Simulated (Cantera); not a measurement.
## Chemical vapour transport: MgO + Cl₂ + O₂ + H₂O

Input: 1 mol MgO, 0.07 mol Cl₂, 0.059 mol O₂, 0.58 mol H₂O, held at 1300 K and 8.25 Torr.

Cantera equilibrium calculation (NASA polynomials, part measured and part estimated; ideal gas, pure solids and liquids). Candidate condensed phases: H₂O, Mg, MgCl₂, MgO, Mg(OH)₂; 22 gas species. Rates play no part.

The x(H₂O) comes out as 0.686. The x(HCl) is 0.186 and the x(O₂) is 0.126. The x(Cl) comes out as 0.00131 and the x(Cl₂) is 0.000123. The x(OH) is 7.47e-5. The x(MgCl₂) comes out as 5.05e-5, the x(HOCl) comes out as 1.80e-6 and the x(ClO) comes out as 1.61e-6. The n(MgO(s)) is 1.000 mol, the gas amount comes out as 0.7442 mol and the log10 activity of Mg(l) (absent) is -16.99.
